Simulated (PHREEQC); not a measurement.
Consider water at 31 °C with 0.61 mol/kgw KCl and 0.0001 mol/kgw H4SiO4. Closed to the air; pH follows from the charge balance.

All values are PHREEQC results (Pitzer model, pitzer.dat), not measurements.

This is a speciation only: nothing precipitates in the calculation.

Predict the pH, osmotic coefficient.

pH 6.68; osmotic coefficient 0.900.
